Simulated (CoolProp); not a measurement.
The fluoroketone C6F12O (FK-5-1-12) along the isotherm 311.9 K: density (kg/m³) from the reference equation and from simpler models built on Tc = 441.8 K, pc = 1869 kPa, ω = 0.471; each cubic takes its own stable root.

Computed with CoolProp (reference Helmholtz-energy equation of state, McLinden 2015).

```
p (kPa)   phase  reference
-------  ------  ---------
584      liquid       1563
1170     liquid       1566
1750     liquid       1569
2340     liquid       1573
2920     liquid       1576
3500     liquid       1579
4090     liquid       1582
4670     liquid       1585
```

Q: How far does each simpler model (van der Waals, Redlich-Kwong, Soave-Redlich-Kwong, Peng-Robinson) lie from the reference over these 8 states: mean and median of the absolute difference, and the worst?

A: 
- van der Waals: mean 39.5 %, median 39.3 %, worst -41.3 % at 311.9 K and 584 kPa
- Redlich-Kwong: mean 13.6 %, median 13.5 %, worst -15.0 % at 311.9 K and 584 kPa
- Soave-Redlich-Kwong: mean 8.0 %, median 8.0 %, worst -8.6 % at 311.9 K and 584 kPa
- Peng-Robinson: mean 3.8 %, median 3.7 %, worst +4.1 % at 311.9 K and 4670 kPa
